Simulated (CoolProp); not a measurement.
Methane at 293.15 K and 1.09 MPa is throttled through a valve to 0.751 MPa with no heat exchange. Each further row changes one setting.

Computed with CoolProp (reference Helmholtz-energy equation of state, Setzmann 1991).

```csv
case,temperature change (K),final density (kg/m³)
as stated,[?],[?]
outlet pressure 0.225 MPa,[?],[?]
outlet pressure 0.976 MPa,[?],[?]
```

### Question
Some entries are withheld; supply them.

### Answer

- as stated, temperature change (K): -1.5
- as stated, final density (kg/m³): 5.04
- outlet pressure 0.225 MPa, temperature change (K): -3.9
- outlet pressure 0.225 MPa, final density (kg/m³): 1.51
- outlet pressure 0.976 MPa, temperature change (K): -0.5
- outlet pressure 0.976 MPa, final density (kg/m³): 6.55
